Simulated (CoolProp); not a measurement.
Sulfur hexafluoride at 330.4 K and 3.92 MPa is throttled through a valve to 1.15 MPa with no heat exchange. Each further row changes one setting.

Model: reference Helmholtz-energy equation of state, Guder 2009, in CoolProp.

| case | temperature change (K) | final density (kg/m³) |
|---|---|---|
| as stated | -33.6 | 79.7 |
| outlet pressure 0.345 MPa | -42.6 | 22.0 |
| outlet pressure 1.49 MPa | -29.7 | 107 |
